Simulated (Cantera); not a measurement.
A perfectly stirred reactor is fed with C₃H₈ : H₂ = 1 : 5.1 (molar parts), at 100000 Pa; it is held at 1123 K, and followed from long to short residence time.

Detailed kinetics in Cantera: GRI-Mech 3.0 (53 species, 325 reactions). GRI-Mech 3.0 was tuned for natural gas; its chemistry of propane as a main component is partial and can be far from experiment. GRI-Mech 3.0 stops at C3 and has no aromatics, soot or wall deposition, so with more carbon than oxygen in the feed, carbon stays in small species such as C2H2 where larger ones or solid carbon would form.

Question: Predict: x(C₃H₈) at τ = 1.00 s; x(H₂) at τ = 1.00 s; x(C₂H₆) at τ = 1.00 s; x(C₂H₂) at τ = 1.00 s; x(H) at τ = 1.00 s; x(C₃H₈) at τ = 5.60 ms; x(H₂) at τ = 5.60 ms; x(C₂H₆) at τ = 5.60 ms; x(C₂H₂) at τ = 5.60 ms; x(H) at τ = 5.60 ms.

Answer: 
```json
{
 "x(C₃H₈) at τ = 1.00 s": "0.00590",
 "x(H₂) at τ = 1.00 s": "0.696",
 "x(C₂H₆) at τ = 1.00 s": "0.0241",
 "x(C₂H₂) at τ = 1.00 s": "0.00232",
 "x(H) at τ = 1.00 s": "6.34e-7",
 "x(C₃H₈) at τ = 5.60 ms": "0.128",
 "x(H₂) at τ = 5.60 ms": "0.810",
 "x(C₂H₆) at τ = 5.60 ms": "0.00113",
 "x(C₂H₂) at τ = 5.60 ms": "2.46e-5",
 "x(H) at τ = 5.60 ms": "1.11e-6"
}
```
